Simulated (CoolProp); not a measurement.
Computed with CoolProp (reference Helmholtz-energy equation of state, Gao 2016).

Task: Give the vapour pressure (bar), liquid density (kg/m³), vapour density (kg/m³), surface tension (mN/m) of saturated sulfur dioxide at 60.05, 85.35, 98.05 °C.

Result: 
```
T (°C)  p (bar)  liquid density (kg/m³)  vapour density (kg/m³)  surface tension (mN/m)
------  -------  ----------------------  ----------------------  ----------------------
60.05      11.0                    1260                    29.6                    14.9
85.35      20.3                    1170                    55.1                    10.2
98.05      26.7                    1120                    74.0                    7.86
```

Surface tension comes from a separate correlation (Mulero 2012).
